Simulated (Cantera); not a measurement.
**Adiabatic ignition**

An adiabatic, constant-volume homogeneous reactor starts with CH₃OH : O₂ : N₂ = 1 : 1.25 : 4.7 (molar parts), at 1750 K and 130000 Pa.

Model: GRI-Mech 3.0 (53 species, 325 reactions), integrated in Cantera. GRI-Mech 3.0 was tuned for natural gas; its chemistry of methanol as a main component is partial and can be far from experiment. Above 3000 K some thermodynamic fits are extrapolated.

```tsv
t (s)	T (K)	P (bar)	x CH₃OH	x O₂	x NO	x H₂O₂	x O
4.00e-6	1751	1.30	0.141	0.178	3.22e-11	5.56e-5	7.69e-7
1.20e-5	1786	1.34	0.123	0.168	3.06e-10	0.000537	2.72e-6
3.59e-5	2832	2.49	<1e-12	0.0216	0.000314	4.46e-7	0.0133
0.000108	3003	2.61	<1e-12	0.0174	0.00336	6.73e-7	0.00941
0.000323	2994	2.60	<1e-12	0.0158	0.00878	6.34e-7	0.00871
0.000967	2991	2.60	<1e-12	0.0152	0.0108	6.19e-7	0.00845
0.00290	2991	2.60	<1e-12	0.0152	0.0109	6.19e-7	0.00845
0.00868	2991	2.60	<1e-12	0.0152	0.0109	6.19e-7	0.00845
0.0260	2991	2.60	<1e-12	0.0152	0.0109	6.19e-7	0.00845
0.0780	2991	2.60	<1e-12	0.0152	0.0109	6.19e-7	0.00845
0.234	2991	2.60	<1e-12	0.0152	0.0109	6.19e-7	0.00845
0.700	2991	2.60	<1e-12	0.0152	0.0109	6.19e-7	0.00845
```
x: mole fraction; the columns are a selection and need not sum to one.

```json
{
  "time_of_steepest_temperature_rise": "21.1 µs",
  "temperature at 0.700 s": "2991 K",
  "equilibrium_temperature": "2991 K",
  "x(CH₃OH) at 0.700 s": "<1e-12 (gas-phase equilibrium <1e-12)",
  "x(O₂) at 0.700 s": "0.0152 (gas-phase equilibrium 0.0152)",
  "x(NO) at 0.700 s": "0.0109 (gas-phase equilibrium 0.0109)"
}
```
